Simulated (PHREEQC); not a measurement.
A column of 0.2 m (40 cells, dispersivity 0.016 m, 300 s a shift, diffusion coefficient 3e-10 m²/s) holds 0.024 eq of the database's cation exchanger X per kg of pore water, first in equilibrium with 0.053 mol CdCl2, 0.0024 mol NaCl and 1e-05 mol HCl per kg of water. It is flushed with 0.0049 mol CdCl2, 0.0025 mol MgSO4 and 1e-05 mol HCl per kg of water, at 15 °C. Values are for the last cell. No CO2 enters from the air. Precipitation was switched off in this run.

Base run: PHREEQC, ion-association model, phreeqc.dat. Each further column changes one thing. The table gives Mg in solution (mol/kgw).

| pore volumes | base | exchange capacity from 0.024 to 0.012 eq/kgw | dispersivity from 0.016 to 0.032 m |
|---|---|---|---|
| 0 | 0 | 0 | 0 |
| 0.4125 | 1.07e-6 | 6.10e-6 | ___ |
| 1.012 | 0.000268 | ___ | 0.000506 |
| 1.613 | 0.000680 | 0.00131 | 0.000955 |
| 2.013 | 0.000986 | 0.00167 | 0.00119 |
| 2.413 | 0.00134 | 0.00198 | ___ |
| 3.013 | 0.00181 | 0.00229 | 0.00173 |
| 3.612 | 0.00212 | 0.00242 | 0.00199 |
| 4.013 | 0.00226 | 0.00246 | 0.00212 |
| 4.412 | 0.00235 | 0.00248 | 0.00222 |
| 5.013 | 0.00243 | 0.00249 | 0.00233 |
| 5.612 | 0.00246 | 0.00250 | 0.00239 |
| 6.013 | 0.00248 | 0.00250 | 0.00242 |

Complete the blanks.


- 0.4125, dispersivity from 0.016 to 0.032 m: 2.04e-5
- 1.012, exchange capacity from 0.024 to 0.012 eq/kgw: 0.000634
- 2.413, dispersivity from 0.016 to 0.032 m: 0.00141
